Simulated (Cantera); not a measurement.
Feed: 1 mol SiH4, 3.3 mol N2, held at 0.105 Torr.

Method: chemical equilibrium by Gibbs-energy minimisation in Cantera with the NASA 1993 tables (ideal gas, pure condensed phases). Candidate condensed phases: Si, Si3N4; 18 gas species. N2 is the only nitrogen source here; it is nearly inert below about 1500 K, so the nitride shown seldom forms there in practice. The numbers say what is thermodynamically allowed, not how fast it happens.

Question: Which condensed phases are stable at each of these points (T (K)): 725, 875, 1025, 1175, 1325, 1475, 1625?

Answer: 
| T (K) | condensed phases | Si condensed (%) |
|---|---|---|
| 725 | Si3N4(s) | 100.0 |
| 875 | Si3N4(s) | 100.0 |
| 1025 | Si3N4(s) | 100.0 |
| 1175 | Si3N4(s) | 100.0 |
| 1325 | Si3N4(s) | 100.0 |
| 1475 | Si3N4(s) | 100.0 |
| 1625 | Si(s) | 99.3 |

From 725 K to 1475 K the condensed part is Si3N4(s). At 1625 K the condensed part is Si(s).
